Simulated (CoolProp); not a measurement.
Vapour-liquid equilibrium of ethane (1) + n-pentane (2) at 0.162 MPa; x and y are mole fractions of (1).

Computed with CoolProp (multi-fluid Helmholtz-energy mixture model, Bücker 2006 and Thol 2019; pair parameters Kunz 2012).

| x | bubble temperature, mixture model (°C) | bubble temperature, Raoult's law (°C) | y, mixture model | y, Raoult's law |
|---|---|---|---|---|
| 0.05 | 9.6 | 4.7 | 0.771 | 0.823 |
| 0.15 | -31.2 | -30.4 | 0.973 | 0.974 |
| 0.25 | -47.8 | -45.7 | 0.992 | 0.991 |
| 0.35 | -57.0 | -54.9 | 0.996 | 0.996 |
| 0.45 | -63.1 | -61.3 | 0.998 | 0.998 |
| 0.55 | -67.5 | -66.2 | 0.999 | 0.999 |
| 0.65 | -70.9 | -70.1 | 0.999 | 0.999 |
| 0.75 | -73.6 | -73.3 | 1.000 | 1.000 |
| 0.85 | -76.1 | -76.0 | 1.000 | 1.000 |
| 0.95 | -78.3 | -78.3 | 1.000 | 1.000 |

The largest gap from Raoult's law is +4.9 K in bubble temperature, at x = 0.05. No azeotrope shows between x = 0.05 and 0.95.

Pair parameters are fitted to limited data, so mixtures are less certain than the pure fluids. The gap from Raoult's law changes sign with composition, which may be real or a fault of the pair parameters; it wasn't checked against measurements.
